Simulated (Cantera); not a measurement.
Equilibrium for metals in furnace atmospheres: Fe + NH₃ + H₂

Feed: 1 mol Fe, 0.14 mol NH₃, 1.5 mol H₂, equilibrated at 1973.15 K.

Method: chemical equilibrium by Gibbs-energy minimisation in Cantera with the NASA 1993 tables (ideal gas, pure condensed phases). Candidate condensed phases: Fe; 10 gas species. Equilibrium is a limit: real reactors are often held back by kinetics, nucleation or transport.

| P (Pa) | x H₂ | x Fe | x H | x N₂ | x NH₃ | x NH₂ | x N | n Fe(l) |
|---|---|---|---|---|---|---|---|---|
| 10 | 0.535 | 0.342 | 0.0988 | 0.0239 | 1.27e-10 | 8.27e-11 | 9.42e-9 | 0 |
| 61 | 0.581 | 0.352 | 0.0417 | 0.0247 | 8.93e-10 | 2.25e-10 | 3.87e-9 | 0 |
| 370 | 0.871 | 0.0726 | 0.0207 | 0.0361 | 1.20e-8 | 1.00e-9 | 1.90e-9 | 0.859 |
| 2200 | 0.940 | 0.0122 | 0.00883 | 0.0387 | 8.29e-8 | 2.74e-9 | 8.08e-10 | 0.978 |
| 13000 | 0.955 | 0.00207 | 0.00366 | 0.0392 | 5.05e-7 | 6.80e-9 | 3.34e-10 | 0.996 |
| 82000 | 0.959 | 0.000328 | 0.00146 | 0.0393 | 3.21e-6 | 1.72e-8 | 1.33e-10 | 0.999 |
| 500000 | 0.960 | 5.37e-5 | 0.000592 | 0.0393 | 1.96e-5 | 4.25e-8 | 5.40e-11 | 1.000 |
| 3000000 | 0.960 | 8.95e-6 | 0.000242 | 0.0393 | 0.000118 | 1.04e-7 | 2.20e-11 | 1.000 |
x: gas mole fraction; n: condensed amount in mol.

From 10.0 Pa to 61.0 Pa nothing is condensed. From 3.70 mbar to 30.0 bar the condensed part is Fe(l). The main Fe-bearing gas is Fe throughout.
